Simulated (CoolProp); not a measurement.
R245ca along the isobar 2190 kPa: density (kg/m³) from the reference equation and from simpler models built on Tc = 174.4 °C, pc = 3941 kPa, ω = 0.355; each cubic takes its own stable root.

The numbers come from the reference Helmholtz-energy equation of state, Zhou 2016 in CoolProp.

| T (°C) | phase | reference |
|---|---|---|
| 34.65 | liquid | 1368 |
| 45.55 | liquid | 1341 |
| 56.55 | liquid | 1311 |
| 67.45 | liquid | 1281 |
| 78.35 | liquid | 1250 |
| 89.25 | liquid | 1216 |
| 100.25 | liquid | 1180 |
| 111.15 | liquid | 1140 |
| 122.05 | liquid | 1096 |
| 132.95 | liquid | 1045 |

Question: How far does each simpler model (van der Waals, Redlich-Kwong, Soave-Redlich-Kwong) lie from the reference over these 10 states: mean and median of the absolute difference, and the worst?

Answer: 
- van der Waals: mean 49.4 %, median 39.6 %, worst -88.5 % at 132.95 °C and 2190 kPa
- Redlich-Kwong: mean 21.9 %, median 14.5 %, worst -87.5 % at 132.95 °C and 2190 kPa
- Soave-Redlich-Kwong: mean 9.6 %, median 8.9 %, worst -14.1 % at 132.95 °C and 2190 kPa

At some of these states van der Waals, Redlich-Kwong gives the other phase, because its saturation line lies elsewhere.
